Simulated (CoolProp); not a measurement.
Computed with CoolProp (reference Helmholtz-energy equation of state, Span 2000).

### Question
For nitrogen, give the phase and the density (kg/m³), cp (kJ/(kg K)), isothermal compressibility (1/MPa), viscosity (µPa s) at 202.9 K and 3820 kPa; 202.9 K and 5090 kPa.

### Answer
- 202.9 K and 3820 kPa: supercritical; density 68.4, cp 1.23, isothermal compressibility 0.280, viscosity 14.2
- 202.9 K and 5090 kPa: supercritical; density 93.2, cp 1.30, isothermal compressibility 0.213, viscosity 14.7

Viscosity comes from a separate model (Lemmon 2004).
